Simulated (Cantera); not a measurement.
Feed: 1 mol KCl, 0.42 mol HCl, 0.32 mol N2, 33 mol H2, held at 825 K and 248 Torr.

Equilibrium computed with Cantera from the NASA thermochemical tables; the gas is ideal and each condensed phase is pure. Candidate condensed phases: K, KCl, NH4Cl; 17 gas species. The numbers say what is thermodynamically allowed, not how fast it happens.

Base state: H2 0.978, HCl 0.0124, N2 0.00945, NH3 7.26e-5 (mole fractions); condensed: KCl(s).

Task: What changes in the equilibrium state with this change: temperature from 825 K to 2025 K?

Result: 
| species | before | after |
|---|---|---|
| H2 | 0.978 | 0.945 |
| KCl | 1.87e-6 | 0.0270 |
| HCl | 0.0124 | 0.0137 |
| H | <1e-9 | 0.00326 |
| K | <1e-9 | 0.00171 |
| Cl | <1e-9 | 3.52e-5 |
| NH3 | 7.26e-5 | 5.60e-7 |
| K2Cl2 | 3.87e-7 | 1.25e-5 |
| N2 | 0.00945 | 0.00919 |
| KCl(s), mol | 1.000 | 0 |
